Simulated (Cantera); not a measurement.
Charge: 1 mol B2H6, 60 mol H2, 2.7 mol N2, held at 0.368 Torr.

Equilibrium computed with Cantera from the NASA thermochemical tables; the gas is ideal and each condensed phase is pure. Candidate condensed phases: B, BN; 15 gas species. The feed counts by its element totals alone. Mutual solubility and eutectic melting of coexisting phases are not modelled. The tables' values for BH2 are old estimates; treat these amounts as uncertain. The numbers say what is thermodynamically allowed, not how fast it happens.

log p: log10 of the partial pressure in bar; n: condensed amount in mol.

```
T (K)  log p H2  log p H  log p N2  log p B  log p BH2  log p BH  n BN(s)  n B(s)
-----  --------  -------  --------  -------  ---------  --------  -------  ------
1675      -3.32    -5.60     -4.89   -10.47      -8.40       ___     2.00       0
1775      -3.33    -5.20     -4.89    -9.05      -7.63       ___     2.00       0
1875      -3.34    -4.85     -4.79    -7.84      -7.00       ___     1.06   0.921
1975      -3.36    -4.54     -4.71    -7.06      -6.75       ___        0    1.96
2075      -3.38    -4.27     -4.72    -6.35      -6.53       ___        0    1.89
2175      -3.43    -4.02     -4.74    -5.71      -6.36       ___        0    1.64
2275      -3.50    -3.82     -4.78    -5.13      -6.23       ___        0   0.690
```

**Question.** Complete the blanks.

**Answer.** 
- 1675, log p BH: -11.15
- 1775, log p BH: -9.95
- 1875, log p BH: -8.94
- 1975, log p BH: -8.34
- 2075, log p BH: -7.80
- 2175, log p BH: -7.32
- 2275, log p BH: -6.91
